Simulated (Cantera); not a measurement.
Input: 1 mol Fe2O3, 0.11 mol H2S, 0.095 mol H2O, held at 1248.15 K and 2.50 bar.

Equilibrium computed with Cantera from the NASA thermochemical tables; the gas is ideal and each condensed phase is pure. Candidate condensed phases: Fe, FeO, Fe(OH)2, Fe(OH)3, FeS, FeSO4, FeS2, Fe2O3, Fe2(SO4)3, Fe3O4, H2O, H2SO4, S; 22 gas species. Mutual solubility and eutectic melting of coexisting phases are not modelled. Rates play no part.

**Question.** What is the equilibrium state?

**Answer.** 
- x(H2O) = 0.651
- x(SO2) = 0.349
- x(SO3) = 0.000102
- x(H2) = 1.31e-5
- x(O2) = 1.09e-6
- n(Fe2O3(s)) = 0.00991 mol
- n(Fe3O4(s)) = 0.660 mol
- gas amount = 0.3150 mol
- log10 activity of Fe(OH)2(s) (absent) = -6.16
- log10 activity of Fe(γ) (absent) = -6.29
- log10 activity of S(l) (absent) = -6.69
